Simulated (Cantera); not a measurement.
Input: 1 mol ZrO2, 190 mol H2, at 4.70 mbar.

Method: chemical equilibrium by Gibbs-energy minimisation in Cantera with the NASA 1993 tables (ideal gas, pure condensed phases). Candidate condensed phases: H2O, Zr, ZrO2; 12 gas species. Rates play no part. All values below are at 2148 K.

Base state: H2 0.941, H 0.0590, H2O 2.16e-5, ZrO 2.14e-5 (mole fractions); condensed: ZrO2(tetragonal).

Task: What changes in the equilibrium state with this change: pressure from 4.70 mbar to 1.33 mbar?

Result: 
```json
[
 {"species": "H2", "before": "0.941", "after": "0.892"},
 {"species": "H", "before": "0.0590", "after": "0.108"},
 {"species": "ZrO", "before": "2.14e-5", "after": "3.95e-5"},
 {"species": "H2O", "before": "2.16e-5", "after": "3.91e-5"},
 {"species": "ZrO2(tetragonal), mol", "before": "0.996", "after": "0.992"}
]
```
